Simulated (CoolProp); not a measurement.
Vapour-liquid equilibrium of propane (1) + R236EA (2) at 0.242 MPa; x and y are mole fractions of (1).

Model: multi-fluid Helmholtz-energy mixture model, Lemmon 2009 and Rui 2013; pair parameters Bell 2016, in CoolProp.

| x | bubble temperature, mixture model (°C) | bubble temperature, Raoult's law (°C) | y, mixture model | y, Raoult's law |
|---|---|---|---|---|
| 0.05 | 13.8 | 24.8 | 0.442 | 0.196 |
| 0.2 | -10.3 | 12.7 | [?] | 0.567 |
| 0.35 | -16.2 | 3.3 | 0.869 | 0.758 |
| 0.5 | [?] | -4.0 | 0.881 | 0.865 |
| 0.65 | [?] | -10.0 | 0.887 | 0.928 |
| 0.8 | -18.9 | -14.9 | 0.905 | 0.967 |
| 0.95 | [?] | -19.0 | [?] | 0.993 |

### Question
What belongs in the gaps?

### Answer

- 0.2, y, mixture model: 0.814
- 0.5, bubble temperature, mixture model (°C): -17.5
- 0.65, bubble temperature, mixture model (°C): -18.1
- 0.95, bubble temperature, mixture model (°C): -20.1
- 0.95, y, mixture model: 0.962

The largest gap from Raoult's law is -23.0 K in bubble temperature, at x = 0.2. No azeotrope shows between x = 0.05 and 0.95.

Pair parameters are fitted to limited data, so mixtures are less certain than the pure fluids. With so large a gap from Raoult's law the liquid may split in two, which this calculation doesn't test in full.
